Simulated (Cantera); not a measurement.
A perfectly stirred reactor is fed with H2 : O2 : N2 = 1 : 0.357 : 1.34 (molar parts), at 0.355 atm; it is adiabatic with a 675 K inlet, and is followed from long to short residence time, starting on the burning branch (τ in s: 0.093, 0.033, 0.011, 0.004, 0.0014, 0.00049, 0.00017, 6e-05, 2.1e-05, 7.3e-06).

Cantera simulation using the H2/O2 subset of GRI-Mech 3.0, which has no nitrogen chemistry; the numbers are that mechanism's predictions, not measurements.

One state of this run: T (K) = 1629; x H2 = 0.103; x O2 = 0.0133; x H2O = 0.234; x H = 0.101; x H2O2 = 7.17e-7; x OH = 0.0107. x: mole fraction; the columns are a selection and need not sum to one.

### Question
Which value of τ (s) does it belong to?
A. 0.0040
B. 0.093
C. 0.00017
D. 7.3e-6

### Answer
C, 0.00017
